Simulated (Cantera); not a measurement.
A closed system holds: 1 mol B2H6, 0.3 mol N2, equilibrated at 1077 °C and 1000 Pa.

Cantera equilibrium calculation (NASA polynomials, part measured and part estimated; ideal gas, pure solids and liquids). Candidate condensed phases: B, BN; 15 gas species. The feed counts by its element totals alone. N2 is the only nitrogen source here; it is nearly inert below about 1500 K, so the nitride shown seldom forms there in practice. Mutual solubility and eutectic melting of coexisting phases are not modelled. Rates play no part.

Q: What is the equilibrium state?

A: 
| Property | Result |
|---|---|
| x(H2) | 1.000 |
| x(H) | 2.38e-5 |
| x(BH2) | 1.76e-6 |
| n(B(s)) | 1.40 mol |
| n(BN(s)) | 0.600 mol |
| gas amount | 3.000 mol |
